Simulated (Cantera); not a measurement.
Charge: 1 mol Si2H6, 0.066 mol HCl, 10 mol N2, at 1823 K and 0.00380 bar.

These are equilibrium values from Cantera (NASA tables, ideal gas, pure condensed phases), not measurements of a reactor. Candidate condensed phases: NH4Cl, Si, Si3N4; 28 gas species. The feed counts by its element totals alone. The tables' values for SiCl, SiN are old estimates; treat these amounts as uncertain. Kinetics and transport are ignored.

Base state: N2 0.763, H2 0.228, HCl 0.00442, H 0.00335, Si 0.00116, SiCl2 0.000257, SiCl 5.03e-5, Cl 4.97e-5 (mole fractions); condensed: Si(l).

Question: What changes in the equilibrium state with this change: Si2H6 replaced by SiHCl3?

Answer: 
```tsv
species	before	after
N2	0.763	0.827
SiCl2	0.000257	0.0797
HCl	0.00442	0.0790
H2	0.228	0.00437
SiCl4	<1e-9	0.000139
SiCl3	6.72e-8	0.00268
Si2N	4.07e-5	1.47e-8
Si(l), mol	1.98	0
```
The tables' values for SiCl3, SiCl are old estimates; treat these amounts as uncertain.

Question: What changes in the equilibrium state with this change: Si2H6 replaced by SiH4?

Answer: 
```json
[
 {"species": "N2", "before": "0.763", "after": "0.826"},
 {"species": "H2", "before": "0.228", "after": "0.164"},
 {"species": "HCl", "before": "0.00442", "after": "0.00457"},
 {"species": "H", "before": "0.00335", "after": "0.00285"},
 {"species": "Si", "before": "0.00116", "after": "0.00116"},
 {"species": "SiCl2", "before": "0.000257", "after": "0.000381"},
 {"species": "Cl", "before": "4.97e-5", "after": "6.05e-5"},
 {"species": "SiCl", "before": "5.03e-5", "after": "6.12e-5"},
 {"species": "SiH", "before": "3.65e-5", "after": "3.11e-5"},
 {"species": "SiN", "before": "2.59e-5", "after": "2.70e-5"},
 {"species": "Si(l), mol", "before": "1.98", "after": "0.979"}
]
```
